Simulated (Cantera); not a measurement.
**Thermodynamics of fluorocarbon and chlorocarbon gases, feed CH₃Cl + HCl**

Charge: 1 mol CH₃Cl, 0.049 mol HCl.

Equilibrium computed with Cantera from the NASA thermochemical tables; the gas is ideal and each condensed phase is pure. Candidate condensed phases: C, C₆H₆, C₇H₈, C₈H₁₈; 91 gas species. Kinetics and transport are ignored.

**Question.** Map the stable condensed phases over T = 3002, 3027, 3052, 3077, 3102, 3127, 3152, 3177, 3202, 3227 °C and P in Pa = 1, 3.6, 13, 46, 170, 600, 2200, 7700, 28000, 100000.

**Answer.** 
```
T in °C \ P in Pa
              1    3.6     13     46    170    600   2200   7700  28000 100000
   3227       A      A      A      A      A      A      A      A      A      B
   3202       A      A      A      A      A      A      A      A      A      B
   3177       A      A      A      A      A      A      A      A      A      B
   3152       A      A      A      A      A      A      A      A      A      B
   3127       A      A      A      A      A      A      A      A      B      B
   3102       A      A      A      A      A      A      A      A      B      B
   3077       A      A      A      A      A      A      A      A      B      B
   3052       A      A      A      A      A      A      A      A      B      B
   3027       A      A      A      A      A      A      A      A      B      B
   3002       A      A      A      A      A      A      A      B      B      B
```
A: gas only; B: C.
